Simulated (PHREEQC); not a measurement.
Consider water at 25 °C with 0.012 mol HNO3, 5.3e-05 mol Al(NO3)3 and 0.0022 mol H3BO3 per kg of water. Closed to the air; pH follows from the charge balance.

Computed with PHREEQC (ion-association model, phreeqc.dat).

Question: The ionic strength comes out as 0.0123 mol/kgw. What activity coefficients do Al+3, H+, NO3- get?

Answer: Al+3 0.41, H+ 0.91, NO3- 0.89.

This is a speciation only: nothing precipitates in the calculation.
